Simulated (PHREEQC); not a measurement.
A solution holds 15 mmol/kgw HF, 0.51 mmol/kgw (NH4)2SiF6, 10 mmol/kgw H3BO3 and 14 mmol/kgw HCl, at 25 °C. Closed to the air; pH follows from the charge balance.

The numbers come from PHREEQC with the ion-association model, wateq4f.dat.

| Property | Result |
|---|---|
| pH | 1.82 |
| ionic strength | 0.0184 mol/kgw |
| total alkalinity | -31.0 meq/kg |

| species | molality | activity | log γ |
|---|---|---|---|
| H+ | 0.0170 | 0.0152 | -0.049 |
| Cl- | 0.0140 | 0.0122 | -0.060 |
| H3BO3 | 0.00676 | 0.00679 | 0.002 |
| HF | 0.00346 | 0.00347 | 0.002 |
| BF4- | 0.00282 | 0.00245 | -0.062 |
| NH4+ | 0.00102 | 0.000892 | -0.058 |
| SiF6-2 | 0.000322 | 0.000191 | -0.226 |
| BF3OH- | 0.000299 | 0.000259 | -0.062 |
| H4SiO4 | 0.000188 | 0.000189 | 0.002 |
| F- | 0.000175 | 0.000152 | -0.060 |
| BF2(OH)2- | 0.000118 | 0.000102 | -0.062 |
| H2F2 | 3.13e-5 | 3.14e-5 | 0.002 |
| HF2- | 2.33e-6 | 2.03e-6 | -0.060 |
| BF(OH)3- | 4.75e-7 | 4.11e-7 | -0.062 |

No solid was allowed to form. Examples of supersaturated solids here: Quartz (slow to form). Others may be too. SiF6-2 is the database's only silicon fluoride. Real BF4- forms and hydrolyses slowly; the run takes it at equilibrium.
